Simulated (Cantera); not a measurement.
Ignition delay

Mixture: 37.1 % H₂, 13.2 % O₂, 49.7 % N₂, at 12000 Torr, adiabatic and at constant volume. Ignition delay is the time to a rise of 400 K.

Computed with Cantera and the H2/O2 subset of GRI-Mech 3.0, which has no nitrogen chemistry. The hydrogen kinetics of GRI-Mech 3.0 are dated; newer H2 mechanisms differ, most at raised pressure. The pressure lies above the range GRI-Mech 3.0 was tuned for (to about 10 atm). Where the delays flatten at high temperature, the 400 K rule measures the pace of heat release, not the induction time.

```tsv
T0 (K)	delay (ms)
1223	0.0574
1323	0.00518
1423	0.00155
1523	0.000885
1623	0.000604
1723	0.000452
1823	0.000357
1923	0.000295
2023	0.000253
```
